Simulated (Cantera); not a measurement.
Charge: 1 mol Si, 2.8 mol HBr, 13 mol N₂, equilibrated at 0.0130 bar.

These are equilibrium values from Cantera (NASA tables, ideal gas, pure condensed phases), not measurements of a reactor. Candidate condensed phases: Br₂, Si, Si₃N₄; 28 gas species. N₂ is the only nitrogen source here; it is nearly inert below about 1500 K, so the nitride shown seldom forms there in practice. The tables' values for SiBr₃ are old estimates; treat these amounts as uncertain. Rates play no part. All values below are at 1448 K.

Base state: N₂ 0.816, HBr 0.127, H₂ 0.0274, SiBr₂ 0.0183, Br 0.00767, SiBr₄ 0.00170, SiBr₃ 0.00117, SiHBr₃ 1.95e-5 (mole fractions); condensed: Si₃N₄(s).

### Question
What changes in the equilibrium state with this change: pressure from 0.0130 bar to 0.0100 bar?

### Answer
```csv
species,before,after
N₂,0.816,0.816
HBr,0.127,0.125
H₂,0.0274,0.0285
SiBr₂,0.0183,0.0201
SiBr₄,0.00170,0.00132
SiHBr₃,1.95e-5,1.60e-5
H,1.34e-5,1.56e-5
Br,0.00767,0.00838
"Si₃N₄(s), mol",0.225,0.218
```
